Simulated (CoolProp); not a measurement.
The numbers come from the reference Helmholtz-energy equation of state, Bücker 2006 in CoolProp.

Problem. For n-butane, give the phase and the cp (kJ/(kg K)) at 484.9 K and 0.136 MPa.

Solution. 
- 484.9 K and 0.136 MPa: gas; cp 2.51
